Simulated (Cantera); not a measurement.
Si₂Cl₆ + Cl₂ + N₂ (silicon epitaxy and polysilicon growth)

Charge: 1 mol Si₂Cl₆, 0.048 mol Cl₂, 210 mol N₂, at 5.20 mbar.

These are equilibrium values from Cantera (NASA tables, ideal gas, pure condensed phases), not measurements of a reactor. Candidate condensed phases: Si, Si₃N₄; 13 gas species. The feed counts by its element totals alone. N₂ is the only nitrogen source here; it is nearly inert below about 1500 K, so the nitride shown seldom forms there in practice. The tables' values for SiCl₃ are old estimates; treat these amounts as uncertain. Rates play no part.

From 1198 K to 1298 K the condensed part is Si₃N₄(s). From 1348 K to 1748 K nothing is condensed. The main Si-bearing gas is SiCl₄ at 1198 K and SiCl₂ at 1748 K.

```json
[
 {"T (K)": "1198", "x N₂": "0.992", "x Cl": "1.61e-6", "x SiCl₂": "0.000348", "x SiCl₄": "0.00665", "x SiCl₃": "0.000512", "x Cl₂": "6.26e-10", "x SiCl": "6.84e-11", "x Si": "<1e-12", "n Si₃N₄(s)": "0.137"},
 {"T (K)": "1248", "x N₂": "0.992", "x Cl": "3.91e-6", "x SiCl₂": "0.00102", "x SiCl₄": "0.00601", "x SiCl₃": "0.000920", "x Cl₂": "1.36e-9", "x SiCl": "5.92e-10", "x Si": "1.21e-12", "n Si₃N₄(s)": "0.107"},
 {"T (K)": "1298", "x N₂": "0.991", "x Cl": "8.64e-6", "x SiCl₂": "0.00257", "x SiCl₄": "0.00483", "x SiCl₃": "0.00144", "x Cl₂": "2.62e-9", "x SiCl": "4.20e-9", "x Si": "1.59e-11", "n Si₃N₄(s)": "0.0428"},
 {"T (K)": "1348", "x N₂": "0.991", "x Cl": "2.35e-5", "x SiCl₂": "0.00364", "x SiCl₄": "0.00407", "x SiCl₃": "0.00172", "x Cl₂": "8.20e-9", "x SiCl": "1.18e-8", "x Si": "6.06e-11", "n Si₃N₄(s)": "0"},
 {"T (K)": "1398", "x N₂": "0.990", "x Cl": "7.55e-5", "x SiCl₂": "0.00361", "x SiCl₄": "0.00399", "x SiCl₃": "0.00184", "x Cl₂": "3.78e-8", "x SiCl": "1.76e-8", "x Si": "9.41e-11", "n Si₃N₄(s)": "0"},
 {"T (K)": "1448", "x N₂": "0.990", "x Cl": "0.000220", "x SiCl₂": "0.00362", "x SiCl₄": "0.00386", "x SiCl₃": "0.00195", "x Cl₂": "1.53e-7", "x SiCl": "2.60e-8", "x Si": "1.48e-10", "n Si₃N₄(s)": "0"},
 {"T (K)": "1498", "x N₂": "0.990", "x Cl": "0.000581", "x SiCl₂": "0.00375", "x SiCl₄": "0.00362", "x SiCl₃": "0.00206", "x Cl₂": "5.28e-7", "x SiCl": "4.00e-8", "x Si": "2.47e-10", "n Si₃N₄(s)": "0"},
 {"T (K)": "1548", "x N₂": "0.989", "x Cl": "0.00135", "x SiCl₂": "0.00408", "x SiCl₄": "0.00318", "x SiCl₃": "0.00215", "x Cl₂": "1.49e-6", "x SiCl": "6.70e-8", "x Si": "4.78e-10", "n Si₃N₄(s)": "0"},
 {"T (K)": "1598", "x N₂": "0.988", "x Cl": "0.00270", "x SiCl₂": "0.00474", "x SiCl₄": "0.00249", "x SiCl₃": "0.00218", "x Cl₂": "3.22e-6", "x SiCl": "1.29e-7", "x Si": "1.16e-9", "n Si₃N₄(s)": "0"},
 {"T (K)": "1648", "x N₂": "0.986", "x Cl": "0.00456", "x SiCl₂": "0.00573", "x SiCl₄": "0.00161", "x SiCl₃": "0.00205", "x Cl₂": "5.16e-6", "x SiCl": "2.83e-7", "x Si": "3.60e-9", "n Si₃N₄(s)": "0"},
 {"T (K)": "1698", "x N₂": "0.984", "x Cl": "0.00650", "x SiCl₂": "0.00688", "x SiCl₄": "0.000813", "x SiCl₃": "0.00168", "x Cl₂": "6.09e-6", "x SiCl": "6.87e-7", "x Si": "1.39e-8", "n Si₃N₄(s)": "0"},
 {"T (K)": "1748", "x N₂": "0.983", "x Cl": "0.00798", "x SiCl₂": "0.00786", "x SiCl₄": "0.000317", "x SiCl₃": "0.00118", "x Cl₂": "5.49e-6", "x SiCl": "1.73e-6", "x Si": "6.19e-8", "n Si₃N₄(s)": "0"}
]
```
x: gas mole fraction; n: condensed amount in mol.
